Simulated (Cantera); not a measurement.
Feed: 1 mol ZrO₂, 25 mol H₂, held at 1548.15 K and 0.000110 bar.

These are equilibrium values from Cantera (NASA tables, ideal gas, pure condensed phases), not measurements of a reactor. Candidate condensed phases: H₂O, Zr, ZrO₂; 12 gas species. The numbers say what is thermodynamically allowed, not how fast it happens.

Base state: H₂ 0.997, H 0.00294 (mole fractions); condensed: ZrO₂(tetragonal).

### Question
What changes in the equilibrium state with this change: temperature from 1548.15 K to 2125 K?

### Answer
```json
[
 {"species": "H₂", "before": "0.997", "after": "0.708"},
 {"species": "H", "before": "0.00294", "after": "0.291"},
 {"species": "ZrO", "before": "7.53e-9", "after": "9.58e-5"},
 {"species": "H₂O", "before": "8.26e-9", "after": "9.00e-5"},
 {"species": "ZrO₂(tetragonal), mol", "before": "1.00", "after": "0.997"}
]
```
